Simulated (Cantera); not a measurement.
Charge: 1 mol CS₂, 0.55 mol O₂, 4.8 mol H₂O, held at 3348 K and 10.0 mbar.

Equilibrium computed with Cantera from the NASA thermochemical tables; the gas is ideal and each condensed phase is pure. Candidate condensed phases: C, C₆H₆, C₇H₈, C₈H₁₈, H₂O, H₂SO₄, S; 123 gas species. Kinetics and transport are ignored.

Base state: H 0.531, O 0.251, S 0.101, CO 0.0601, SO 0.0183, H₂ 0.0166, OH 0.0133, O₂ 0.00576 (mole fractions); condensed: gas only.

**Question.** What changes in the equilibrium state with this change: H₂O from 4.8 to 0.99 mol?

**Answer.** 
```json
[
 {"species": "H", "before": "0.531", "after": "0.324"},
 {"species": "S", "before": "0.101", "after": "0.307"},
 {"species": "CO", "before": "0.0601", "after": "0.173"},
 {"species": "OH", "before": "0.0133", "after": "0.00470"},
 {"species": "H₂", "before": "0.0166", "after": "0.00618"},
 {"species": "SO", "before": "0.0183", "after": "0.0325"},
 {"species": "O", "before": "0.251", "after": "0.146"},
 {"species": "S₂", "before": "0.000255", "after": "0.00237"},
 {"species": "H₂O", "before": "0.000986", "after": "0.000213"}
]
```

**Question.** What changes in the equilibrium state with this change: temperature from 3348 K to 1900 K?

**Answer.** 
| species | before | after |
|---|---|---|
| H₂O | 0.000986 | 0.378 |
| H₂ | 0.0166 | 0.265 |
| SO₂ | 0.000633 | 0.110 |
| H | 0.531 | 0.00409 |
| O | 0.251 | 5.54e-6 |
| S₂ | 0.000255 | 0.0559 |
| CO₂ | 0.000443 | 0.0345 |
| OH | 0.0133 | 0.000479 |
| S | 0.101 | 0.00377 |
| SO | 0.0183 | 0.0339 |
| CO | 0.0601 | 0.102 |
| H₂S | 1.76e-6 | 0.00493 |
| O₂ | 0.00576 | 3.45e-6 |
